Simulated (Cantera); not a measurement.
Feed: 1 mol PbO, 1.6 mol C, 5.9 mol H₂, 3.1 mol CO, held at 10.0 Torr.

Cantera equilibrium calculation (NASA polynomials, part measured and part estimated; ideal gas, pure solids and liquids). Candidate condensed phases: C, C₆H₆, C₇H₈, C₈H₁₈, H₂O, Pb, PbO, PbO₂, Pb₃O₄; 113 gas species. Rates play no part. All values below are at 950 K.

Base state: H₂ 0.590, CO 0.403, CO₂ 0.00362, H₂O 0.00296, CH₄ 0.000777, Pb 0.000377 (mole fractions); condensed: C(graphite) + Pb(l).

What changes in the equilibrium state with this change: CO from 3.1 to 1.2 mol?


```
species             before     after
----------------  --------  --------
H₂                   0.590     0.727
CO                   0.403     0.267
H₂O                0.00296   0.00242
CO₂                0.00362   0.00159
Pb                0.000377  0.000377
CH₄               0.000777   0.00118
C(graphite), mol     0.658     0.623
Pb(l), mol           0.996     0.997
```
